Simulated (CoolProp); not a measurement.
Vapour-liquid equilibrium of n-pentane (1) + benzene (2) at 340.7 K; x and y are mole fractions of (1).

Computed with CoolProp (multi-fluid Helmholtz-energy mixture model, Thol 2019 and Thol 2012; pair parameters Bell 2016).

Question: Give the bubble pressure and the first vapour's composition at x = 0.35, 0.5, 0.8. Is there an azeotrope?

Answer: x = 0.35: 1.601 bar, y = 0.692; x = 0.5: 1.863 bar, y = 0.780; x = 0.8: 2.335 bar, y = 0.914. No azeotrope shows between x = 0.05 and 0.95.

The pair parameters rest on a limited set of measurements; away from them the model extrapolates.
